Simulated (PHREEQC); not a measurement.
A solution holds 0.017 mol HNO3 and 2.3e-05 mol H4SiO4 per kg of water, at 25 °C. Closed to the air; pH follows from the charge balance.

Equilibrium calculation in PHREEQC: ion-association model, phreeqc.dat.

This is a speciation only: nothing precipitates in the calculation.

**Question.** What pH does the model give?

**Answer.** pH 1.82.
